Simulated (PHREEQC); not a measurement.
**Copper plating or etch bath: speciation**

Dissolve 0.14 mol/kgw CuSO4, 0.00042 mol/kgw HBF4 and 3.8e-05 mol/kgw KCl at 25 °C. Closed to the air; pH follows from the charge balance.

Equilibrium calculation in PHREEQC: ion-association model, phreeqc.dat.

No solid was allowed to form.

**Question.** Predict the pH.

**Answer.** pH 3.44.

**Question.** In which forms is K present?

**Answer.** K+ 89 %, KSO4- 11 % of the K.

Real BF4- forms and hydrolyses slowly; the run takes it at equilibrium.
